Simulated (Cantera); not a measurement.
A perfectly stirred reactor is fed with CH₄ : C₂H₆ : O₂ : N₂ = 1 : 0.047 : 1.27 : 4.79 (molar parts), at 5.00 bar; it is adiabatic with a 748 K inlet, and is followed from long to short residence time, starting on the burning branch (τ in s: 0.48, 0.12, 0.031, 0.0078, 0.002, 0.00051, 0.00013, 3.3e-05, 8.3e-06).

Detailed kinetics in Cantera: GRI-Mech 3.0 (53 species, 325 reactions).

x: mole fraction; the columns are a selection and need not sum to one.

```csv
τ (s),T (K),x CH₄,x C₂H₆,x O₂,x N₂O,x CH₂
0.48,2094,0.000183,…,8.58e-6,2.07e-9,7.71e-8
0.12,2096,0.000606,…,3.28e-5,4.89e-9,2.81e-7
0.031,2101,0.00159,…,0.000119,9.11e-9,8.92e-7
0.0078,2109,0.00327,…,0.000419,1.06e-8,2.61e-6
0.0020,2111,0.00551,…,0.00139,1.01e-8,6.82e-6
0.00051,2091,0.00870,…,0.00452,1.21e-8,1.55e-5
0.00013,1944,0.0197,…,0.0218,3.79e-8,1.73e-5
3.3e-5,748,0.141,0.00661,0.179,<1e-12,<1e-12
8.3e-6,748,0.141,0.00661,0.179,<1e-12,<1e-12
```

**Question.** Some entries are withheld; supply them.

**Answer.** 
- 0.48, x C₂H₆: 1.04e-8
- 0.12, x C₂H₆: 7.14e-8
- 0.031, x C₂H₆: 4.46e-7
- 0.0078, x C₂H₆: 2.19e-6
- 0.0020, x C₂H₆: 8.53e-6
- 0.00051, x C₂H₆: 3.36e-5
- 0.00013, x C₂H₆: 0.000319
